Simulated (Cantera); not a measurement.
Source: NASA polynomial tables (part measured, part estimated), evaluated in Cantera. Values are per mole of reaction as written; species without (g) are pure solids or liquids, kept so even where they would boil at 1 bar.

### Question
Between 300 and 1575 K, where is each reaction favourable under standard conditions?
- V + 2 O(g) → VO2(g)
- V2O3 + V2O5 → 4 VO2(g)

### Answer
- V + 2 O(g) → VO2(g): ΔG° is -705 kJ at 300 K and -570 kJ at 1575 K; it stays negative (K > 1). ΔH° is -754 kJ and ΔS° -117 J/K at 1575 K.
- V2O3 + V2O5 → 4 VO2(g): ΔG° is 1589 kJ at 300 K and 685 kJ at 1575 K; it stays positive (K < 1). ΔH° is 1649 kJ and ΔS° 612 J/K at 1575 K.
